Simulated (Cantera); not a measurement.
Charge: 1 mol Pb, 2.7 mol H2, equilibrated at 825 °C and 2.80 bar.

Cantera equilibrium calculation (NASA polynomials, part measured and part estimated; ideal gas, pure solids and liquids). Candidate condensed phases: Pb; 4 gas species. Rates play no part.

**Question.** What is the equilibrium state?

**Answer.** 
```
Property       Result
----------  ---------
x(H2)           1.000
x(Pb)         4.18e-5
n(Pb(l))    1.000 mol
gas amount  2.700 mol
```
